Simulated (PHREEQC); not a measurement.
Solution (45 °C): 0.07 mol CuCl2 and 4.3e-05 mol H3BO3 per kg of water. Closed to the air; pH follows from the charge balance.

The numbers come from PHREEQC with the ion-association model, wateq4f.dat.

Each row changes one thing in this solution. Precipitation was switched off in this run.

```csv
case,pH,ionic strength (mol/kgw),Cl- (mol/kgw),Cu+2 (mol/kgw),CuCl+ (mol/kgw),CuCl2 (mol/kgw),SI of Tenorite (CuO),SI of Atacamite (Cu2(OH)3Cl)
as made,4.11,0.179,0.124,0.0546,0.0148,0.000592,-0.46,+1.28
temperature from 45 to 80 °C,3.83,0.141,0.105,0.0362,0.0321,0.00149,-0.15,+1.29
temperature from 45 to 5 °C,4.56,0.204,0.137,0.0670,0.00287,8.30e-5,-0.95,+1.05
0.02 mol/kgw Ca(OH)2 added,5.80,0.196,0.133,0.0232,0.00654,0.000274,+2.54,+5.61
diluted 2-fold with water,4.25,0.0944,0.0647,0.0297,0.00508,0.000123,-0.36,+1.09
CuCl2 from 0.07 to 0.007 mol/kgw,4.62,0.0203,0.0136,0.00662,0.000353,2.35e-6,-0.10,+0.61
0.00082 mol/kgw KHCO3 added,4.54,0.178,0.124,0.0540,0.0146,0.000587,+0.41,+2.57
```

Species that the database lacks are ignored. Some of these states are supersaturated (in Atacamite, Cu(OH)2, Malachite, for instance). At this temperature some constants are extrapolated from 25 °C, and those without enthalpy data are left unchanged.
